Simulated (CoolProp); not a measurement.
Propylene glycol along the isobar 6660 kPa: density (kg/m³) from the reference equation and from simpler models built on Tc = 674.0 K, pc = 7292 kPa, ω = 0.327; each cubic takes its own stable root.

Values from CoolProp's reference Helmholtz-energy equation of state, Eisenbach 2021.

```
T (K)   phase  reference  Redlich-Kwong  Soave-Redlich-Kwong
-----  ------  ---------  -------------  -------------------
434.2  liquid      924.8          877.3                914.0
449.7  liquid      910.4          860.3                898.2
465.2  liquid      895.5          842.6                881.6
480.7  liquid      879.9          824.1                863.9
496.1  liquid      863.7          804.8                845.2
511.6  liquid      846.7          784.4                825.2
527.1  liquid      828.7          762.8                803.7
542.6  liquid      809.6          739.9                780.6
558.1  liquid      789.2          715.4                755.5
573.6  liquid      767.2          688.9                728.2
589    liquid      743.4          660.3                698.2
604.5  liquid      716.7          628.3                664.4
620    liquid      686.2          591.8                625.4
```
